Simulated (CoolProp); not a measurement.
Vapour-liquid equilibrium of acetone (1) + dimethyl carbonate (2) at 0.127 MPa; x and y are mole fractions of (1).

The numbers come from the multi-fluid Helmholtz-energy mixture model, Lemmon 2006 and Zhou 2011; pair parameters Bell 2016 in CoolProp.

```json
[
 {"x": "0.05", "bubble temperature (°C)": "94.2", "y at the bubble point": "0.134", "dew temperature at overall composition x (°C)": "96.2", "liquid density (mol/L)": "10.81"},
 {"x": "0.15", "bubble temperature (°C)": "88.9", "y at the bubble point": "0.337", "dew temperature at overall composition x (°C)": "93.8", "liquid density (mol/L)": "11.02"},
 {"x": "0.25", "bubble temperature (°C)": "84.5", "y at the bubble point": "0.486", "dew temperature at overall composition x (°C)": "91.2", "liquid density (mol/L)": "11.22"},
 {"x": "0.35", "bubble temperature (°C)": "80.7", "y at the bubble point": "0.601", "dew temperature at overall composition x (°C)": "88.5", "liquid density (mol/L)": "11.42"},
 {"x": "0.45", "bubble temperature (°C)": "77.3", "y at the bubble point": "0.695", "dew temperature at overall composition x (°C)": "85.6", "liquid density (mol/L)": "11.62"},
 {"x": "0.55", "bubble temperature (°C)": "74.3", "y at the bubble point": "0.772", "dew temperature at overall composition x (°C)": "82.4", "liquid density (mol/L)": "11.82"},
 {"x": "0.65", "bubble temperature (°C)": "71.4", "y at the bubble point": "0.838", "dew temperature at overall composition x (°C)": "79.0", "liquid density (mol/L)": "12.03"},
 {"x": "0.75", "bubble temperature (°C)": "68.8", "y at the bubble point": "0.894", "dew temperature at overall composition x (°C)": "75.2", "liquid density (mol/L)": "12.23"},
 {"x": "0.85", "bubble temperature (°C)": "66.3", "y at the bubble point": "0.942", "dew temperature at overall composition x (°C)": "70.9", "liquid density (mol/L)": "12.44"},
 {"x": "0.95", "bubble temperature (°C)": "63.9", "y at the bubble point": "0.982", "dew temperature at overall composition x (°C)": "65.8", "liquid density (mol/L)": "12.65"}
]
```

No azeotrope shows between x = 0.05 and 0.95.

The pair parameters rest on a limited set of measurements; away from them the model extrapolates.
